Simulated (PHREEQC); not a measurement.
Model water analysis in mg/L, 25 °C, pH 6.35, pe 10.5:

```
constituent          mg/L
------------------  -----
Na                    4.2
K                    6.13
Ca                   4.53
Mg                    3.3
Cl                   13.9
S(6) as SO4          10.7
Alkalinity as HCO3    7.2
B                   0.263
```

Valence states are taken as typed.

All values are PHREEQC results (ion-association model, wateq4f.dat), not measurements.

- ionic strength = 0.00113 mol/kgw
- charge-balance error = 6.7 %

| species | molality | activity | log γ |
|---|---|---|---|
| Cl- | 0.000392 | 0.000378 | -0.016 |
| Na+ | 0.000183 | 0.000176 | -0.016 |
| K+ | 0.000157 | 0.000151 | -0.016 |
| Mg+2 | 0.000133 | 0.000115 | -0.064 |
| HCO3- | 0.000118 | 0.000114 | -0.016 |
| CO2 | 0.000114 | 0.000114 | 0.000 |
| Ca+2 | 0.000111 | 9.57e-5 | -0.065 |
| SO4-2 | 0.000107 | 9.21e-5 | -0.065 |
| H3BO3 | 2.43e-5 | 2.43e-5 | 0.000 |
| MgSO4 | 2.48e-6 | 2.48e-6 | 0.000 |
| CaSO4 | 1.76e-6 | 1.76e-6 | 0.000 |

Precipitation was switched off in this run. Species that the database lacks are ignored.
